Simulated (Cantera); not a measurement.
A closed system holds: 1 mol B₂O₃, 12 mol NH₃, 4.3 mol H₂, equilibrated at 2000 K and 0.00190 bar.

These are equilibrium values from Cantera (NASA tables, ideal gas, pure condensed phases), not measurements of a reactor. Candidate condensed phases: B, BN, B₂O₃, B₃O₃H₃, H₂O; 39 gas species. Equilibrium is a limit: real reactors are often held back by kinetics, nucleation or transport.

Base state: H₂ 0.706, N₂ 0.200, H 0.0314, HBO₂ 0.0198, HBO 0.0166, BO 0.0107, B₂O₃ 0.00875, H₂O 0.00470 (mole fractions); condensed: gas only.

**Question.** What changes in the equilibrium state with this change: pressure from 0.00190 bar to 0.000270 bar?

**Answer.** 
| species | before | after |
|---|---|---|
| H₂ | 0.706 | 0.661 |
| N₂ | 0.200 | 0.194 |
| H | 0.0314 | 0.0804 |
| BO | 0.0107 | 0.0201 |
| HBO | 0.0166 | 0.0114 |
| HBO₂ | 0.0198 | 0.0195 |
| OH | 2.08e-5 | 7.65e-5 |
| BO₂ | 0.000106 | 0.000286 |
| B₂O₂ | 0.00106 | 0.000532 |
| B₂O₃ | 0.00875 | 0.00629 |
| H₂O | 0.00470 | 0.00629 |
